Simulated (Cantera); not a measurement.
A Cantera script and its output.

```python
import numpy as np
import cantera as ct

surf = ct.Interface("ptcombust.yaml", "Pt_surf")
gas = surf.adjacent["gas"]
gas.TPX = 300, 7500, {'H2': 0.013, 'O2': 0.064, 'N2': 0.79}
jet = ct.ImpingingJet(gas=gas, width=0.06, surface=surf)
jet.inlet.mdot, jet.inlet.T, jet.inlet.X = 0.15, 300, {'H2': 0.013, 'O2': 0.064, 'N2': 0.79}
jet.set_refine_criteria(ratio=10, slope=0.2, curve=0.3)
show, cover = ['H2', 'O2', 'H2O', 'OH'], ["PT(S)", "H(S)", "O(S)", "OH(S)", "CO(S)", "C(S)"]

rows = []
print(f"{'Ts/K':>7s}" + "".join(f"{s:>11s}" for s in show + cover) + "   (gas at the wall, coverages)")
for i, Ts in enumerate([500, 550, 600, 650, 700, 750]):
    jet.surface.T = Ts
    if i == 0:
        surf.TP = Ts, 7500
        surf.coverages = "PT(S):0.5, O(S):0.5"
        surf.advance_coverages(1.0)
        jet.set_initial_guess(products="inlet")
    jet.solve(loglevel=0, auto=(i == 0))
    rows.append([*(jet.X[gas.species_index(s), -1] for s in show), *surf[cover].coverages])
    print(f"{Ts:7g}" + "".join(f"{x:11.3e}" for x in rows[-1]))
```

Output:

```
   Ts/K         H2         O2        H2O         OH      PT(S)       H(S)       O(S)      OH(S)      CO(S)       C(S)   (gas at the wall, coverages)
    500  2.198e-03  5.990e-02  2.544e-02  1.232e-15  5.379e-02  8.400e-10  9.335e-01  1.271e-02 -4.644e-16 -2.922e-26
    550  2.189e-03  5.994e-02  2.525e-02  4.698e-14  5.683e-02  8.752e-10  9.359e-01  7.257e-03 -6.856e-20 -7.300e-30
    600  2.180e-03  5.997e-02  2.508e-02  9.680e-13  5.976e-02  1.164e-09  9.357e-01  4.518e-03  5.369e-17 -1.927e-27
    650  2.158e-03  5.998e-02  2.496e-02  1.239e-11  6.307e-02  1.815e-09  9.339e-01  3.019e-03  5.522e-18  8.183e-32
    700  2.045e-03  5.989e-02  2.503e-02  1.077e-10  6.984e-02  3.199e-09  9.280e-01  2.192e-03  3.446e-18  1.088e-26
    750  1.706e-03  5.956e-02  2.554e-02  6.630e-10  8.897e-02  7.005e-09  9.092e-01  1.791e-03  5.636e-22  8.569e-27
```

Computed with Cantera and Deutschmann's 1995 Pt surface mechanism with GRI-Mech 3.0 gas chemistry. Catalytic surfaces can have several steady states; this one follows from the mechanism file's or the stated starting coverage.
